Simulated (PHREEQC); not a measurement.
PHREEQC input (ion-association model, wateq4f.dat):

```
SOLUTION_MASTER_SPECIES
  An  An-  0  An  62.0  # stands for a non-complexing anion
SOLUTION_SPECIES
  An- = An-
    -log_k 0
    -gamma 3.0 0
PHASES
  Fix_H+
    H+ = H+
    -log_k 0
SOLUTION 1
  temp 25
  units mmol/kgw
  pH 7 charge
  Na 100
  An 100
END
SELECTED_OUTPUT 1
  -reset false
  -pH true
  -pe true
  -ionic_strength true
  -water true
  -totals Na
  -molalities Hfo_wOH Hfo_wOH2+ Hfo_wO- Hfo_sOH Hfo_sOH2+ Hfo_sO-
USER_PUNCH 1
  -headings sigma psi
  10 PUNCH EDL("sigma", "Hfo"), EDL("psi", "Hfo")
PRINT
  -reset false
USE solution 1
SURFACE 1
  Hfo_wOH 0.000921348 600 0.41
  Hfo_sOH 2.30337e-05
EQUILIBRIUM_PHASES 1
  Fix_H+ -4 HAn 10
    -force_equality true
  O2(g) -0.68 10
END
# ... the last block is repeated for the other 16 points of pH, with NaOH or the acid as the point needs
```

Selected output (columns that matter, 15 of 17 rows; pH added in front):

```
pH	mu	Na	m_Hfo_wOH	m_Hfo_wOH2+	m_Hfo_wO-	m_Hfo_sOH	m_Hfo_sOH2+	m_Hfo_sO-	sigma	psi
4	0.10053	0.1	0.00012261	0.0007983	4.3142e-07	3.0653e-06	1.9958e-05	1.0786e-08	0.32079	0.14649
4.5	0.10039	0.1	0.00023945	0.00067996	1.9317e-06	5.9863e-06	1.6999e-05	4.8294e-08	0.27261	0.13823
5	0.10029	0.1	0.00037541	0.00053996	5.9792e-06	9.3852e-06	1.3499e-05	1.4948e-07	0.21469	0.12613
5.5	0.10021	0.1	0.00049846	0.00040897	1.3918e-05	1.2462e-05	1.0224e-05	3.4795e-07	0.15883	0.11097
6.5	0.10009	0.1	0.00065188	0.00022648	4.2983e-05	1.6297e-05	5.6621e-06	1.0746e-06	0.073777	0.073894
7	0.10006	0.1	0.00068573	0.00017355	6.2072e-05	1.7143e-05	4.3386e-06	1.5518e-06	0.044818	0.052456
7.5	0.10003	0.1	0.00070173	0.00013769	8.1926e-05	1.7543e-05	3.4423e-06	2.0482e-06	0.022422	0.029416
8	0.1	0.1	0.00070709	0.00011194	0.00010232	1.7677e-05	2.7986e-06	2.5579e-06	0.0038713	0.0053518
8.5	0.10002	0.10004	0.0007051	9.0759e-05	0.00012549	1.7627e-05	2.269e-06	3.1373e-06	-0.013964	-0.018909
9	0.10006	0.1001	0.00069447	7.0777e-05	0.0001561	1.7362e-05	1.7694e-06	3.9026e-06	-0.034305	-0.042488
9.5	0.10012	0.10019	0.00066953	5.1186e-05	0.00020063	1.6738e-05	1.2796e-06	5.0157e-06	-0.060085	-0.06468
10.5	0.10059	0.10076	0.00054316	1.8806e-05	0.00035938	1.3579e-05	4.7016e-07	8.9844e-06	-0.13693	-0.10349
11	0.10155	0.1018	0.00043118	8.8489e-06	0.00048131	1.0779e-05	2.2122e-07	1.2033e-05	-0.18996	-0.11963
11.5	0.10448	0.1048	0.00029427	3.1796e-06	0.00062389	7.3567e-06	7.949e-08	1.5597e-05	-0.24956	-0.13272
12	0.11365	0.11404	0.00015739	7.4357e-07	0.0007632	3.9348e-06	1.8589e-08	1.908e-05	-0.30655	-0.14105
```

Species that the database lacks are ignored.
